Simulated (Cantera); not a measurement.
An isothermal, constant-pressure homogeneous reactor starts with CO : O2 : H2O : N2 = 0.0024 : 0.025 : 0.04 : 1 (molar parts), equivalence ratio 0.048, at 1023 K and 760 Torr.

Cantera simulation using GRI-Mech 3.0 (53 species, 325 reactions); the numbers are that mechanism's predictions, not measurements.

One state of this run: x CO = 7.35e-6; x O2 = 0.0223; x H2O = 0.0375; x O = 4.03e-10; x NO2 = 1.02e-10; x CO2 = 0.00224; x OH = 6.36e-8. x: mole fraction; the columns are a selection and need not sum to one.

**Question.** Which value of t (s) does it belong to?
A) 0.0200
B) 11.9
C) 1.41
D) 0.168

**Answer.** B, 11.9
